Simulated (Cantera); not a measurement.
Feed: 1 mol Si3N4, 1.6 mol CO2, 80 mol N2, equilibrated at 0.000780 bar.

These are equilibrium values from Cantera (NASA tables, ideal gas, pure condensed phases), not measurements of a reactor. Candidate condensed phases: C, Si, SiC, SiO2, Si2N2O, Si3N4; 34 gas species. Mutual solubility and eutectic melting of coexisting phases are not modelled. The tables' values for SiN are old estimates; treat these amounts as uncertain. The numbers say what is thermodynamically allowed, not how fast it happens.

x: gas mole fraction; n: condensed amount in mol.

| T (°C) | x N2 | x SiO | x CO | x Si | n Si2N2O(s) | n SiC(s) |
|---|---|---|---|---|---|---|
| 1227 | 0.978 | 0.00243 | 0.0194 | 3.83e-7 | 1.40 | 0 |
| 1277 | 0.976 | 0.00574 | 0.0182 | 4.30e-6 | 1.22 | 0.0917 |
| 1327 | 0.968 | [?] | [?] | [?] | [?] | [?] |
| 1377 | 0.962 | 0.0269 | 0.0106 | 0.000115 | 0 | 0.695 |
| 1427 | 0.962 | 0.0268 | 0.0107 | 0.000319 | 0 | 0.686 |
| 1477 | 0.962 | 0.0265 | 0.0110 | [?] | 0 | 0.663 |
| 1527 | 0.960 | 0.0259 | 0.0116 | 0.00197 | 0 | 0.610 |
| 1577 | 0.958 | 0.0246 | 0.0128 | 0.00432 | 0 | 0.501 |
| 1627 | 0.954 | 0.0223 | 0.0150 | 0.00857 | 0 | 0.300 |
| 1677 | 0.948 | 0.0188 | 0.0182 | 0.0148 | 0 | 0 |
| 1727 | 0.947 | 0.0186 | 0.0184 | 0.0156 | 0 | 0 |

Question: Some entries are withheld; supply them.

Answer: 
- 1477, x Si: 0.000823
- 1327, x SiO: 0.0187
- 1327, x CO: 0.0136
- 1327, x Si: 2.86e-5
- 1327, n Si2N2O(s): 0.484
- 1327, n SiC(s): 0.457
